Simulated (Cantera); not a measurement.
What does this Cantera script print?

```python
import numpy as np
import cantera as ct

gas_names = """
    AL ALC ALH ALN ALO ALOH ALO2 ALO2H AL2 AL2O AL2O2 C CH CH2 CH3 CH2OH CH3O CH4 CH3OH CN CO CO2 COOH
    C2 C2H CHCO,ketyl C2H2,acetylene C2H2,vinylidene CH2CO,ketene C2H3,vinyl CH3CN CH3CO,acetyl C2H4
    C2H4O,ethylen CH3CHO,ethanal CH3COOH (HCOOH)2 C2H5 C2H6 CH3OCH3 C2H5OH CCN CNC C2N2 C2O C3
    C3H3,propargyl C3H4,allene C3H4,propyne C3H4,cyclo- C3H5,allyl C3H6,propylene C3H6,cyclo- C3H6O
    C3H7,n-propyl C3H7,i-propyl C3H8 C3H8O,1propanol C3H8O,2propanol C3O2 C4 C4H2 C4H4,1,3-cyclo-
    C4H6,butadiene C4H6,2-butyne C4H6,cyclo- C4H8,1-butene C4H8,cis2-buten C4H8,tr2-butene
    C4H8,isobutene C4H8,cyclo- (CH3COOH)2 C4H9,n-butyl C4H9,i-butyl C4H9,s-butyl C4H9,t-butyl
    C4H10,isobutane C4H10,n-butane C4N2 C5 C5H6,1,3cyclo- C5H8,cyclo- C5H10,1-pentene C5H10,cyclo-
    C5H11,pentyl C5H11,t-pentyl C5H12,n-pentane C5H12,i-pentane CH3C(CH3)2CH3 C6H2 C6H5,phenyl
    C6H5O,phenoxy C6H6 C6H5OH,phenol C6H10,cyclo- C6H12,1-hexene C6H12,cyclo- C6H13,n-hexyl C7H7,benzyl
    C7H8 C7H8O,cresol C7H14,1-heptene C7H15,n-heptyl C7H16,n-heptane C8H8,styrene C8H10,ethylbenz
    C8H16,1-octene C8H17,n-octyl C8H18,isooctane C8H18,n-octane C9H19,n-nonyl C10H8,naphthale
    C10H21,n-decyl C12H9,o-bipheny C12H10,bipheny H HALO HCN HCO HCCN HNC HNCO HNO HNO2 HNO3 HO2 H2
    HCHO,formaldehy HCOOH H2O H2O2 N NCO NH NH2 NH3 NH2OH NO NO2 NO3 N2 N2H2 N2H4 N2O O OH O2 O3
""".split()
cond_names = """
    AL(cr) AL(L) ALN(s) AL2O3(a) AL2O3(L) C(gr) C6H6(L) C7H8(L) C8H18(L),n-octa H2O(s) H2O(L)
""".split()


def load(file, names, dense=False):
    # The tables refer to 1 bar. Condensed volumes are neglected.
    table = {s.name: s for s in ct.Species.list_from_file(file)}
    out = []
    for n in names:
        d = dict(table[n].input_data)
        d["thermo"] = dict(d["thermo"], **{"reference-pressure": 1e5})
        if dense:
            d["equation-of-state"] = {"model": "constant-volume", "density": "1e6 g/cm^3"}
        out.append(ct.Species.from_dict(d))
    return out


gas = ct.Solution(thermo="ideal-gas", species=load("nasa_gas.yaml", gas_names))
cond = {s.name: ct.Solution(thermo="fixed-stoichiometry", species=[s], name=s.name)
        for s in load("nasa_condensed.yaml", cond_names, dense=True)}
atoms = {
    'Al(CH3)3': {'AL': 1, 'C': 3, 'H': 9},
    'N2O': {'N': 2, 'O': 1},
    'N2': {'N': 2},
}
top_T = {'ALN(s)': 2750, 'C(gr)': 4500}  # K; cautious upper limits of use, not melting points


def equilibrate(T, P, feed):
    n = {}
    for name, mol in feed.items():
        for a, k in atoms[name].items():
            n[a] = n.get(a, 0.0) + k * mol
    gas.TPX = T, P, n
    mass = sum(n.values()) * gas.mean_molecular_weight
    gas.equilibrate("TP")
    valid = [c for c in cond.values() if c.min_temp <= T <= top_T.get(c.name, c.max_temp)]
    mix = ct.Mixture([(gas, mass / gas.mean_molecular_weight)] + [(c, 0.0) for c in valid])
    mix.T, mix.P = T, P
    mix.equilibrate("TP", solver="vcs", rtol=1e-11, max_steps=5000)
    return mix


results = []
T = 2198.15  # K
P = 850  # Pa
for m in [1.1, 1.6, 2.3, 3.3, 4.8, 7, 10]:
    feed = {'Al(CH3)3': 1, 'N2O': m, 'N2': 560}  # mol
    mix = equilibrate(T, P, feed)
    results.append((T, P, feed, dict(zip(mix.species_names, mix.species_moles))))
    x = sorted(zip(gas.X, gas.species_names), reverse=True)
    print(f"T = {T:g} K  P = {P:g} Pa  n(N2O) = {m:g} mol  gas = {mix.phase_moles(0):.4g} mol")
    print("   x: " + "  ".join(f"{s} {v:.3e}" for v, s in x if v > 1e-06))
    print("   condensed (mol): " + ("  ".join(f"{mix.phase(i).name} {mix.phase_moles(i):.4g}"
          for i in range(1, mix.n_phases) if mix.phase_moles(i) > 1e-12) or "none"))
```

Output:

```
T = 2198.15 K  P = 850 Pa  n(N2O) = 1.1 mol  gas = 568.9 mol
   x: N2 9.851e-01  H2 4.719e-03  H 4.153e-03  HCN 2.042e-03  CO 1.934e-03  AL 1.756e-03  HNC 1.609e-04  CN 6.377e-05  C2H2,acetylene 1.197e-05  C2N2 9.743e-06  ALH 2.093e-06
   condensed (mol): C(gr) 0.5846
T = 2198.15 K  P = 850 Pa  n(N2O) = 1.6 mol  gas = 569.9 mol
   x: N2 9.843e-01  H2 4.709e-03  H 4.148e-03  CO 2.808e-03  HCN 2.039e-03  AL 1.753e-03  HNC 1.606e-04  CN 6.374e-05  C2H2,acetylene 1.195e-05  C2N2 9.735e-06  ALH 2.088e-06
   condensed (mol): C(gr) 0.08422
T = 2198.15 K  P = 850 Pa  n(N2O) = 2.3 mol  gas = 571.3 mol
   x: N2 9.836e-01  H2 5.119e-03  H 4.325e-03  CO 4.026e-03  AL 1.748e-03  HCN 1.094e-03  HNC 8.617e-05  CN 3.279e-05  C2H2,acetylene 3.439e-06  C2N2 2.576e-06  ALH 2.171e-06
   condensed (mol): none
T = 2198.15 K  P = 850 Pa  n(N2O) = 3.3 mol  gas = 572.9 mol
   x: N2 9.833e-01  H2 5.569e-03  CO 5.233e-03  H 4.511e-03  AL 1.076e-03  AL2O 2.481e-04  H2O 2.324e-05  ALO 1.921e-05  ALOH 1.101e-05  CO2 4.139e-06  OH 2.619e-06  NO 1.564e-06  O 1.480e-06  ALH 1.394e-06
   condensed (mol): AL2O3(a) 0.04039
T = 2198.15 K  P = 850 Pa  n(N2O) = 4.8 mol  gas = 573.6 mol
   x: N2 9.846e-01  H2 5.251e-03  CO 5.159e-03  H 4.380e-03  H2O 3.806e-04  CO2 7.089e-05  OH 4.419e-05  NO 2.719e-05  O 2.570e-05  AL 1.486e-05  ALO 4.609e-06  ALOH 2.565e-06
   condensed (mol): AL2O3(a) 0.493
T = 2198.15 K  P = 850 Pa  n(N2O) = 7 mol  gas = 575.9 mol
   x: N2 9.844e-01  CO 4.545e-03  H 3.484e-03  H2 3.321e-03  H2O 2.562e-03  CO2 6.645e-04  OH 3.740e-04  NO 2.894e-04  O 2.735e-04  O2 8.903e-05  ALO2H 2.079e-06  ALO 1.413e-06
   condensed (mol): AL2O3(a) 0.4987
T = 2198.15 K  P = 850 Pa  n(N2O) = 10 mol  gas = 579.6 mol
   x: N2 9.830e-01  H2O 4.148e-03  CO 3.660e-03  H 2.633e-03  H2 1.898e-03  CO2 1.516e-03  NO 8.193e-04  OH 8.010e-04  O 7.750e-04  O2 7.147e-04  ALO2H 2.645e-06
   condensed (mol): AL2O3(a) 0.4989
```

These are equilibrium values from Cantera (NASA tables, ideal gas, pure condensed phases), not measurements of a reactor. The feed counts by its element totals alone. The tables' values for AlOH are old estimates; treat these amounts as uncertain.
